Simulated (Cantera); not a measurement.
A Cantera script and its output.

```python
import numpy as np
import cantera as ct

gas = ct.Solution("gri30.yaml")
gas.TPX = 450, 35000, {'C2H4': 1, 'O2': 3.16, 'N2': 11.9, 'H2O': 0.7}
flame = ct.FreeFlame(gas, width=0.083)
flame.set_refine_criteria(ratio=3, slope=0.08, curve=0.16)
flame.transport_model = "mixture-averaged"
flame.solve(loglevel=0, auto=True)
z, T = flame.grid, flame.T
thick = (T[-1] - T[0]) / np.gradient(T, z).max()
show = ['C2H4', 'O2', 'H2O', 'HCO', 'HO2', 'H']
print(f"laminar burning velocity  {flame.velocity[0] * 100:.3f} cm/s")
print(f"burnt temperature         {T[-1]:.1f} K")
print(f"thermal thickness         {thick * 1e3:.4f} mm")
print(f"grid points               {len(z)}")
z0 = z[flame.heat_release_rate.argmax()]
print(f"{'z/mm':>9s}{'T/K':>9s}{'u/(m/s)':>9s}" + "".join(f"{s:>11s}" for s in show))
rows = []
for k in (-3, -2, -1.5, -1, -0.5, -0.25, 0, 0.25, 0.5, 1, 2, 4, 8):
    zz = z0 + k * thick
    rows.append([k * thick, np.interp(zz, z, T), np.interp(zz, z, flame.velocity),
                 *(np.interp(zz, z, flame.X[gas.species_index(s)]) for s in show)])
    print(f"{rows[-1][0] * 1e3:9.3f}{rows[-1][1]:9.1f}{rows[-1][2]:9.3f}" + "".join(f"{x:11.3e}" for x in rows[-1][3:]))
```

Output:

```
laminar burning velocity  161.265 cm/s
burnt temperature         2318.1 K
thermal thickness         0.7080 mm
grid points               174
     z/mm      T/K  u/(m/s)       C2H4         O2        H2O        HCO        HO2          H
   -2.124    450.0    1.613  5.966e-02  1.885e-01  4.176e-02  5.956e-14  2.625e-08  1.218e-13
   -1.416    450.2    1.614  5.962e-02  1.884e-01  4.175e-02  6.235e-12  5.386e-07  1.436e-11
   -1.062    451.0    1.619  5.956e-02  1.882e-01  4.180e-02  7.666e-11  3.268e-06  2.006e-10
   -0.708    460.9    1.659  5.925e-02  1.870e-01  4.260e-02  2.974e-09  3.339e-05  1.519e-08
   -0.354    690.7    2.521  5.191e-02  1.699e-01  5.818e-02  2.492e-06  4.243e-04  6.362e-05
   -0.177   1113.3    4.138  3.284e-02  1.338e-01  8.508e-02  5.377e-05  5.889e-04  1.153e-03
    0.000   1524.9    5.768  1.011e-02  9.038e-02  1.124e-01  1.253e-04  2.760e-04  4.248e-03
    0.177   1740.7    6.631  1.093e-03  6.116e-02  1.274e-01  5.906e-05  4.849e-05  8.100e-03
    0.354   1802.8    6.862  4.794e-05  4.746e-02  1.318e-01  7.941e-06  8.467e-06  1.117e-02
    0.708   1841.9    6.970  4.545e-08  3.817e-02  1.305e-01  9.291e-08  4.354e-06  1.412e-02
    1.416   1889.0    7.101  1.248e-12  3.328e-02  1.281e-01  4.642e-08  3.585e-06  1.479e-02
    2.832   1948.0    7.286  7.460e-18  3.073e-02  1.299e-01  3.398e-08  2.989e-06  1.272e-02
    5.664   2023.3    7.527  4.046e-25  2.850e-02  1.344e-01  2.260e-08  2.377e-06  9.362e-03
```

Detailed kinetics in Cantera: GRI-Mech 3.0 (53 species, 325 reactions). GRI-Mech 3.0 was tuned for natural gas; its chemistry of ethylene as a main component is partial and can be far from experiment. Burning velocities carry a grid error of a few per cent, more on coarse grids.
